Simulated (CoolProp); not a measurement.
Aqueous ethanol as a coolant, at 34 °C, 1 atm.

Model: Melinder's fits for secondary coolants, in CoolProp.

| mass % | freezing point (°C) | cp (kJ/(kg K)) | conductivity (W/(m K)) | Prandtl number | viscosity (mPa s) |
|---|---|---|---|---|---|
| 5.8 | -2.4 | 4.223 | 0.576 | 6.61 | 0.901 |
| 11.9 | -5.4 | 4.284 | 0.532 | 8.88 | 1.10 |
| 18 | -9.5 | 4.315 | (withheld) | 11.5 | (withheld) |
| 24.1 | -14.6 | 4.301 | 0.454 | 14.2 | 1.50 |
| 30.1 | -20.2 | 4.245 | 0.419 | 16.6 | 1.64 |
| 36.2 | -26.1 | 4.159 | 0.386 | 18.6 | 1.73 |
| 42.3 | -31.5 | 4.057 | 0.356 | 20.2 | 1.77 |
| 48.4 | -36.4 | 3.946 | 0.327 | 21.4 | (withheld) |

Some entries are withheld; supply them.


- 18, conductivity (W/(m K)): 0.492
- 18, viscosity (mPa s): 1.31
- 48.4, viscosity (mPa s): 1.78
